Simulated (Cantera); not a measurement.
# N2O furnace oxynitridation

An isothermal, constant-pressure homogeneous reactor starts with N2O : N2 = 1 : 1 (molar parts), at 1550 K and 5.25 Torr.

Cantera simulation using GRI-Mech 3.0 (53 species, 325 reactions); the numbers are that mechanism's predictions, not measurements. GRI-Mech 3.0 was tuned for natural gas; its chemistry of N2O as a main component is partial and can be far from experiment. Radical loss at walls, strong at low pressure, is not modelled. The temperature is held fixed by assumption; the heat of reaction is taken as removed at once.

| t (s) | x N2O | x NO | x O | x N2 | x NO2 | x O2 |
|---|---|---|---|---|---|---|
| 0.000400 | 0.500 | 1.01e-5 | 5.31e-5 | 0.500 | <1e-12 | 1.33e-5 |
| 0.00113 | 0.500 | 5.84e-5 | 9.45e-5 | 0.500 | 1.97e-11 | 7.75e-5 |
| 0.00317 | 0.499 | 0.000248 | 0.000113 | 0.501 | 3.50e-10 | 0.000329 |
| 0.00894 | 0.496 | 0.000808 | 0.000114 | 0.502 | 3.57e-9 | 0.00107 |
| 0.0252 | 0.489 | 0.00237 | 0.000114 | 0.505 | 2.77e-8 | 0.00314 |
| 0.0710 | 0.470 | 0.00662 | 0.000114 | 0.515 | 1.70e-7 | 0.00879 |
| 0.200 | 0.420 | 0.0176 | 0.000114 | 0.539 | 7.98e-7 | 0.0233 |
| 0.563 | 0.309 | 0.0418 | 0.000114 | 0.594 | 3.04e-6 | 0.0555 |
| 1.59 | 0.138 | 0.0793 | 0.000114 | 0.678 | 8.69e-6 | 0.105 |
| 4.47 | 0.0168 | 0.106 | 0.000110 | 0.737 | 1.45e-5 | 0.140 |
| 12.6 | 0.000123 | 0.109 | 4.56e-5 | 0.745 | 2.90e-5 | 0.145 |
| 35.5 | 3.02e-6 | 0.109 | 3.65e-5 | 0.746 | 3.45e-5 | 0.146 |
| 100 | 2.99e-6 | 0.108 | 3.65e-5 | 0.746 | 3.44e-5 | 0.146 |
x: mole fraction; the columns are a selection and need not sum to one.

Equilibrium at this temperature and pressure: N2O 7.78e-9, NO 0.00153, O 4.20e-5, N2 0.799, NO2 5.74e-7, O2 0.199 (gas phase only).
